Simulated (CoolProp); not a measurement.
The numbers come from the reference Helmholtz-energy equation of state, Gedanitz 2015 in CoolProp.

**Question.** For cyclopentane, give the phase and the Z, speed of sound (m/s), fugacity coefficient at 479.3 K and 2460 kPa.

**Answer.** 
- 479.3 K and 2460 kPa: gas; Z 0.698, speed of sound 176, fugacity coefficient 0.770
